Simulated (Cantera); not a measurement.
An adiabatic, constant-volume homogeneous reactor starts with CH₃OH : O₂ : N₂ = 1 : 1.53 : 5.76 (molar parts), equivalence ratio 0.98, at 1600 K and 0.987 atm. Integrator tolerance rtol = 1e-08.

Cantera simulation using GRI-Mech 3.0 (53 species, 325 reactions); the numbers are that mechanism's predictions, not measurements. GRI-Mech 3.0 was tuned for natural gas; its chemistry of methanol as a main component is partial and can be far from experiment.

Question: What does this change do: constant pressure in place of constant volume?

Answer: 
```csv
quantity,before,after
time of steepest temperature rise,86.4 µs,99.6 µs
temperature at 5.00 s,2896 K,2737 K
equilibrium temperature,2896 K,2737 K
x(CH₃OH) at 5.00 s,<1e-12 (gas-phase equilibrium <1e-12),<1e-12 (gas-phase equilibrium <1e-12)
x(O₂) at 5.00 s,0.0263 (gas-phase equilibrium 0.0263),0.0245 (gas-phase equilibrium 0.0245)
x(HCO) at 5.00 s,1.12e-7 (gas-phase equilibrium 1.12e-7),4.38e-8 (gas-phase equilibrium 4.38e-8)
x(CH₄) at 5.00 s,<1e-12 (gas-phase equilibrium <1e-12),<1e-12 (gas-phase equilibrium <1e-12)
x(O) at 5.00 s,0.00894 (gas-phase equilibrium 0.00894),0.00662 (gas-phase equilibrium 0.00662)
x(NO) at 5.00 s,0.0131 (gas-phase equilibrium 0.0131),0.0102 (gas-phase equilibrium 0.0102)
x(H₂) at 5.00 s,0.0232 (gas-phase equilibrium 0.0232),0.0197 (gas-phase equilibrium 0.0197)
```

Question: What does this change do: initial temperature 1600 to 1023 K?

Answer: 
```tsv
quantity	before	after
time of steepest temperature rise	86.4 µs	0.298 s
temperature at 5.00 s	2896 K	2746 K
equilibrium temperature	2896 K	2746 K
x(CH₃OH) at 5.00 s	<1e-12 (gas-phase equilibrium <1e-12)	<1e-12 (gas-phase equilibrium <1e-12)
x(O₂) at 5.00 s	0.0263 (gas-phase equilibrium 0.0263)	0.0194 (gas-phase equilibrium 0.0194)
x(HCO) at 5.00 s	1.12e-7 (gas-phase equilibrium 1.12e-7)	5.25e-8 (gas-phase equilibrium 5.25e-8)
x(CH₄) at 5.00 s	<1e-12 (gas-phase equilibrium <1e-12)	<1e-12 (gas-phase equilibrium <1e-12)
x(O) at 5.00 s	0.00894 (gas-phase equilibrium 0.00894)	0.00357 (gas-phase equilibrium 0.00357)
x(NO) at 5.00 s	0.0131 (gas-phase equilibrium 0.0131)	0.00927 (gas-phase equilibrium 0.00927)
x(H₂) at 5.00 s	0.0232 (gas-phase equilibrium 0.0232)	0.0144 (gas-phase equilibrium 0.0144)
```
